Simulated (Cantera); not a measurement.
Mixture: CH4 : O2 : N2 = 1 : 1 : 7.7 (molar parts), equivalence ratio 2.0, at 9.00 bar, adiabatic and at constant pressure. Ignition delay is the time to a rise of 400 K.

Cantera simulation using GRI-Mech 3.0 (53 species, 325 reactions); the numbers are that mechanism's predictions, not measurements.

**Question.** Predict: delay at 1300 K; delay at 1400 K; delay at 1500 K; delay at 1600 K; delay at 1700 K; delay at 1800 K; delay at 1900 K; apparent activation energy between 1700 and 1900 K.

**Answer.** 
```
Property                                                Result
--------------------------------------------------  ----------
delay at 1300 K                                        4.88 ms
delay at 1400 K                                        1.66 ms
delay at 1500 K                                       0.588 ms
delay at 1600 K                                       0.218 ms
delay at 1700 K                                        86.7 µs
delay at 1800 K                                        38.0 µs
delay at 1900 K                                        18.5 µs
apparent activation energy between 1700 and 1900 K  210 kJ/mol
```
